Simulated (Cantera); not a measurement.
Input (Python, Cantera) and output of one run.

```python
import numpy as np
import cantera as ct

gas_names = """
    C CN CO CO2 C2 CCN CNC C2N2 C2O C3 C3O2 C4 C4N2 C5 N NCO NO NO2 NO3 N2 N2O O O2 O3 Si SiC SiC2 SiN
    SiO SiO2 Si2 Si2C Si2N Si3
""".split()
cond_names = """
    C(gr) Si(cr) Si(L) SiC(b) SiO2(Lqz) SiO2(hqz) SiO2(L) Si2N2O(s) Si3N4(a)
""".split()


# ... load() reads the species with a 1 bar reference pressure and builds the phases ...
atoms = {
    'SiC': {'Si': 1, 'C': 1},
    'N2O': {'N': 2, 'O': 1},
    'N2': {'N': 2},
}
top_T = {'C(gr)': 4500, 'SiC(b)': 3050, 'Si2N2O(s)': 2100, 'Si3N4(a)': 2400}  # K; cautious upper limits of use, not melting points


# ... equilibrate(T, P, feed) seeds the gas with the atoms and calls Mixture.equilibrate('TP', solver="vcs", rtol=1e-11, max_steps=5000) ...
results = []
feed = {'SiC': 1, 'N2O': 0.14, 'N2': 4.1}  # mol
T = 1700  # K
for P in [0.1, 0.75, 5.6, 42, 320, 2400, 18000, 130000, 1000000]:
    mix = equilibrate(T, P, feed)
    results.append((T, P, feed, dict(zip(mix.species_names, mix.species_moles))))
    x = sorted(zip(gas.X, gas.species_names), reverse=True)
    print(f"T = {T:g} K  P = {P:g} Pa  gas = {mix.phase_moles(0):.4g} mol")
    print("   x: " + "  ".join(f"{s} {v:.3e}" for v, s in x if v > 0.001))
    print("   condensed (mol): " + ("  ".join(f"{mix.phase(i).name} {mix.phase_moles(i):.4g}"
          for i in range(1, mix.n_phases) if mix.phase_moles(i) > 1e-12) or "none"))
```

It prints:

```
T = 1700 K  P = 0.1 Pa  gas = 4.511 mol
   x: N2 9.399e-01  CO 3.003e-02  Si 2.884e-02  SiO 1.009e-03
   condensed (mol): SiC(b) 0.8635
T = 1700 K  P = 0.75 Pa  gas = 4.44 mol
   x: N2 9.550e-01  CO 2.249e-02  Si 1.331e-02  SiO 9.049e-03
   condensed (mol): SiC(b) 0.8998
T = 1700 K  P = 5.6 Pa  gas = 4.391 mol
   x: N2 9.655e-01  CO 1.725e-02  SiO 1.463e-02  Si 2.587e-03
   condensed (mol): SiC(b) 0.9242
T = 1700 K  P = 42 Pa  gas = 4.382 mol
   x: N2 9.677e-01  CO 1.617e-02  SiO 1.579e-02
   condensed (mol): SiC(b) 0.9292
T = 1700 K  P = 320 Pa  gas = 4.38 mol
   x: N2 9.680e-01  CO 1.601e-02  SiO 1.595e-02
   condensed (mol): SiC(b) 0.9299
T = 1700 K  P = 2400 Pa  gas = 4.3 mol
   x: N2 9.768e-01  CO 2.096e-02  SiO 2.248e-03
   condensed (mol): SiC(b) 0.9099  Si2N2O(s) 0.04022
T = 1700 K  P = 18000 Pa  gas = 4.288 mol
   x: N2 9.781e-01  CO 2.172e-02
   condensed (mol): SiC(b) 0.9069  Si2N2O(s) 0.04622
T = 1700 K  P = 130000 Pa  gas = 3.624 mol
   x: N2 9.984e-01  CO 1.614e-03
   condensed (mol): C(gr) 0.9942  Si2N2O(s) 0.1341  Si3N4(a) 0.2439
T = 1700 K  P = 1e+06 Pa  gas = 3.621 mol
   x: N2 9.996e-01
   condensed (mol): C(gr) 0.9985  Si2N2O(s) 0.1385  Si3N4(a) 0.241
```

Equilibrium computed with Cantera from the NASA thermochemical tables; the gas is ideal and each condensed phase is pure. Mutual solubility and eutectic melting of coexisting phases are not modelled. The tables' values for SiN are old estimates; treat these amounts as uncertain.
